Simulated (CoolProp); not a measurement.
Model: reference Helmholtz-energy equation of state, Gao 2016, in CoolProp.

Question: For sulfur dioxide, give the phase and the cp (kJ/(kg K)), speed of sound (m/s), isothermal compressibility (1/MPa), expansivity (1/kK) at 475.7 K and 87.5 bar; 475.7 K and 131 bar.

Answer: 
- 475.7 K and 87.5 bar: supercritical; cp 1.47, speed of sound 228, isothermal compressibility 0.183, expansivity 7.76
- 475.7 K and 131 bar: supercritical; cp 3.00, speed of sound 222, isothermal compressibility 0.160, expansivity 18.3
